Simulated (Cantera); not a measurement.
What does this Cantera script print?

```python
import numpy as np
import cantera as ct

gas = ct.Solution("gri30.yaml")
gas.TPX = 398, 55000, {'CO': 1, 'H2': 0.032, 'O2': 0.516, 'N2': 1.94}
flame = ct.FreeFlame(gas, width=0.061)
flame.set_refine_criteria(ratio=3, slope=0.08, curve=0.16)
flame.transport_model = "mixture-averaged"
flame.solve(loglevel=0, auto=True)
z, T = flame.grid, flame.T
thick = (T[-1] - T[0]) / np.gradient(T, z).max()
show = ['CO', 'H2', 'O2', 'OH', 'NO', 'O']
print(f"laminar burning velocity  {flame.velocity[0] * 100:.3f} cm/s")
print(f"burnt temperature         {T[-1]:.1f} K")
print(f"thermal thickness         {thick * 1e3:.4f} mm")
print(f"grid points               {len(z)}")
z0 = z[flame.heat_release_rate.argmax()]
print(f"{'z/mm':>9s}{'T/K':>9s}{'u/(m/s)':>9s}" + "".join(f"{s:>11s}" for s in show))
rows = []
for k in (-3, -2, -1.5, -1, -0.5, -0.25, 0, 0.25, 0.5, 1, 2, 4, 8):
    zz = z0 + k * thick
    rows.append([k * thick, np.interp(zz, z, T), np.interp(zz, z, flame.velocity),
                 *(np.interp(zz, z, flame.X[gas.species_index(s)]) for s in show)])
    print(f"{rows[-1][0] * 1e3:9.3f}{rows[-1][1]:9.1f}{rows[-1][2]:9.3f}" + "".join(f"{x:11.3e}" for x in rows[-1][3:]))
```

It prints:

```
laminar burning velocity  52.617 cm/s
burnt temperature         2389.8 K
thermal thickness         1.8638 mm
grid points               129
     z/mm      T/K  u/(m/s)         CO         H2         O2         OH         NO          O
   -5.591    398.0    0.526  2.867e-01  9.171e-03  1.479e-01  1.368e-19  8.466e-15  1.866e-15
   -3.728    398.0    0.526  2.867e-01  9.151e-03  1.479e-01  2.772e-17  3.234e-13  3.818e-13
   -2.796    398.0    0.526  2.867e-01  9.098e-03  1.479e-01  7.189e-16  3.411e-12  8.051e-12
   -1.864    398.2    0.526  2.868e-01  8.914e-03  1.480e-01  9.968e-14  5.382e-11  3.017e-10
   -0.932    411.9    0.544  2.865e-01  7.959e-03  1.478e-01  1.431e-09  5.384e-09  6.916e-08
   -0.466    609.0    0.800  2.751e-01  6.331e-03  1.417e-01  5.574e-05  3.323e-07  5.122e-05
    0.000   1082.1    1.390  2.274e-01  2.823e-03  1.147e-01  4.294e-04  3.128e-06  4.748e-03
    0.466   1408.8    1.764  1.687e-01  6.719e-04  7.816e-02  1.138e-03  1.158e-05  1.656e-02
    0.932   1590.2    1.957  1.356e-01  5.367e-04  5.965e-02  1.651e-03  2.283e-05  2.037e-02
    1.864   1773.7    2.151  1.152e-01  6.204e-04  5.067e-02  2.344e-03  4.168e-05  1.690e-02
    3.728   1942.2    2.328  1.019e-01  6.233e-04  4.595e-02  2.801e-03  7.101e-05  1.129e-02
    7.455   2088.3    2.476  8.782e-02  5.372e-04  4.041e-02  2.866e-03  1.401e-04  7.217e-03
   14.911   2212.5    2.599  7.378e-02  4.339e-04  3.442e-02  2.680e-03  3.275e-04  4.504e-03
```

Cantera simulation using GRI-Mech 3.0 (53 species, 325 reactions); the numbers are that mechanism's predictions, not measurements. Burning velocities carry a grid error of a few per cent, more on coarse grids.
